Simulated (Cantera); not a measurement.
An isothermal, constant-pressure homogeneous reactor starts with H2 : O2 : N2 = 0.016 : 1 : 1.9 (molar parts), at 1300 K and 0.0267 bar.

Cantera simulation using the H2/O2 subset of GRI-Mech 3.0, which has no nitrogen chemistry; the numbers are that mechanism's predictions, not measurements. Radical loss at walls, strong at low pressure, is not modelled.

One state of this run: x H2 = 6.31e-6; x O2 = 0.341; x H2O2 = 8.18e-9; x H2O = 0.00536; x HO2 = 2.70e-7; x H = 2.11e-5; x O = 0.000796. x: mole fraction; the columns are a selection and need not sum to one.

**Question.** Which value of t (s) does it belong to?
(A) 1.00e-5
(B) 0.134
(C) 0.347
(D) 6.00

**Answer.** C, 0.347
